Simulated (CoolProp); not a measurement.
Hydrogen chloride along the isotherm 592.9 K: fugacity coefficient from the reference equation and from simpler models built on Tc = 324.7 K, pc = 8.314 MPa, ω = 0.130; each cubic takes its own stable root.

Computed with CoolProp (reference Helmholtz-energy equation of state, Thol 2018).

| p (MPa) | phase | reference | van der Waals | Redlich-Kwong | Soave-Redlich-Kwong | Peng-Robinson |
|---|---|---|---|---|---|---|
| 0.263 | gas | 0.9984 | 0.9982 | 0.9985 | 0.9992 | 0.9986 |
| 0.397 | gas | 0.9976 | 0.9972 | 0.9977 | 0.9987 | 0.9979 |
| 0.598 | gas | 0.9964 | 0.9958 | 0.9966 | 0.9981 | 0.9968 |
| 0.903 | gas | 0.9946 | 0.9937 | 0.9949 | 0.9971 | 0.9952 |
| 1.36 | gas | 0.9919 | 0.9906 | 0.9923 | 0.9957 | 0.9927 |
| 2.05 | gas | 0.9880 | 0.9858 | 0.9885 | 0.9936 | 0.9892 |
| 3.1 | gas | 0.9820 | 0.9787 | 0.9828 | 0.9904 | 0.9838 |
| 4.68 | gas | 0.9733 | 0.9681 | 0.9744 | 0.9859 | 0.9761 |
| 7.05 | gas | 0.9609 | 0.9526 | 0.9623 | 0.9794 | 0.9651 |
| 10.6 | supercritical | 0.9437 | 0.9302 | 0.9452 | 0.9707 | 0.9499 |
| 16.1 | supercritical | 0.9200 | 0.8981 | 0.9215 | 0.9593 | 0.9295 |
| 24.2 | supercritical | 0.8916 | 0.8573 | 0.8926 | 0.9474 | 0.9059 |
| 36.5 | supercritical | 0.8606 | 0.8142 | 0.8624 | 0.9396 | 0.8831 |
| 55.1 | supercritical | 0.8358 | 0.7914 | 0.8443 | 0.9488 | 0.8720 |
| 83.1 | supercritical | 0.8363 | 0.8248 | 0.8618 | 0.9998 | 0.8926 |
